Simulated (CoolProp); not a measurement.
A closed Brayton cycle with nitrogen: compressor inlet 331.15 K and 3.2 MPa, high pressure 10.3 MPa, turbine inlet 750 K, compressor efficiency 0.8, turbine efficiency 0.85, recuperator effectiveness 0.95 (on enthalpy, no pinch check). Each further row changes one setting.

Values from CoolProp's reference Helmholtz-energy equation of state, Span 2000.

| case | thermal efficiency (%) | net work (kJ/kg) | compressor to turbine work | compressor exit (K) | turbine exit (K) |
|---|---|---|---|---|---|
| as stated | 9.9 | 19.9 | 0.90 | 495.9 | 575.5 |
| turbine inlet 700 K | 3.6 | 6.71 | 0.96 | 495.9 | 535.6 |
| compressor inlet 341.15 K | 7.3 | 14.5 | 0.93 | 510.6 | 575.5 |
| high pressure 8.76 MPa | 13.6 | 24.5 | 0.86 | 469.7 | 596.9 |
| recuperator effectiveness 0.5 | 8.3 | 19.9 | 0.90 | 495.9 | 575.5 |
